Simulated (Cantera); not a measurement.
Standard-state values (1 bar) from the NASA 1993 polynomials, evaluated with Cantera. Values are per mole of reaction as written; species without (g) are pure solids or liquids, kept so even where they would boil at 1 bar. VN: taken at fixed stoichiometry.

Task: Between 300 and 1900 K, where is each reaction favourable under standard conditions?
- V₂O₄ + NO₂(g) = V₂O₅ + NO(g)
- 2 V₂O₃ + 2 NO(g) = 4 VO₂(g) + N₂(g)
- V₂O₄ + 4 N(g) = 2 VN + 2 NO₂(g)

Result: 
- V₂O₄ + NO₂(g) = V₂O₅ + NO(g): ΔG° is -66 kJ at 300 K and -91 kJ at 1900 K; it stays negative (K > 1). ΔH° is -122 kJ and ΔS° -16 J/K at 1900 K.
- 2 V₂O₃ + 2 NO(g) = 4 VO₂(g) + N₂(g): ΔG° is 1134 kJ at 300 K and 274 kJ at 1900 K; it stays positive (K < 1). ΔH° is 1168 kJ and ΔS° 471 J/K at 1900 K.
- V₂O₄ + 4 N(g) = 2 VN + 2 NO₂(g): ΔG° is -781 kJ at 300 K and -396 kJ at 1900 K; it stays negative (K > 1). ΔH° is -1005 kJ and ΔS° -320 J/K at 1900 K.
